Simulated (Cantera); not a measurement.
A closed system holds: 1 mol Cu2O, 340 mol H2, equilibrated at 975 K and 2.40 mbar.

Equilibrium computed with Cantera from the NASA thermochemical tables; the gas is ideal and each condensed phase is pure. Candidate condensed phases: Cu, CuO, Cu(OH)2, Cu2O, H2O; 12 gas species. The numbers say what is thermodynamically allowed, not how fast it happens.

Base state: H2 0.997, H2O 0.00294 (mole fractions); condensed: Cu(s).

What changes in the equilibrium state with this change: Cu2O replaced by PbS?


```json
[
 {"species": "H2", "before": "0.997", "after": "0.995"},
 {"species": "Pb", "before": "0", "after": "0.00179"},
 {"species": "H2S", "before": "0", "after": "0.00179"},
 {"species": "H2O", "before": "0.00294", "after": "0"},
 {"species": "PbS", "before": "0", "after": "0.00114"},
 {"species": "Cu(s), mol", "before": "2.00", "after": "0"}
]
```
Further candidate phases: Pb, PbS, S.
